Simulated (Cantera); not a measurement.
A jet of 2.58 % CH₄, 8.65 % O₂, 88.8 % N₂, equivalence ratio 0.60 at 300 K and 0.0276 atm hits a platinum plate 3.2 cm away at a mass flux of 0.031 kg/m²/s; the plate temperature is set and raised in steps from an oxygen-covered start.

Computed with Cantera and Deutschmann's 1995 Pt surface mechanism with GRI-Mech 3.0 gas chemistry. Catalytic surfaces can have several steady states; this one follows from the mechanism file's or the stated starting coverage.

x: mole fraction at the wall; θ: surface coverage.

```tsv
plate T (K)	wall x CH₄	wall x O₂	wall x H₂O	wall x OH	wall x CO	wall x CO₂	θ free Pt	θ O*
850	0.0216	0.0774	0.00802	<1e-8	7.08e-6	0.00524	0.211	0.789
900	0.0186	0.0710	0.0136	[?]	8.80e-6	0.00891	0.288	0.711
950	0.0155	0.0645	0.0193	[?]	1.04e-5	0.0127	0.369	0.630
1000	0.0128	0.0588	0.0242	[?]	1.19e-5	0.0159	0.450	0.550
1050	0.0107	0.0543	0.0281	[?]	1.36e-5	0.0185	0.528	0.472
1100	0.00904	0.0509	0.0311	[?]	1.58e-5	0.0204	0.600	0.400
1150	0.00784	0.0484	0.0332	[?]	1.87e-5	0.0219	0.666	0.333
1200	0.00695	0.0466	0.0348	[?]	2.26e-5	0.0229	0.725	0.274
```

Question: Complete the blanks.

Answer: 
- 900, wall x OH: 3.42e-8
- 950, wall x OH: 1.10e-7
- 1000, wall x OH: 3.06e-7
- 1050, wall x OH: 7.40e-7
- 1100, wall x OH: 1.62e-6
- 1150, wall x OH: 3.24e-6
- 1200, wall x OH: 6.00e-6
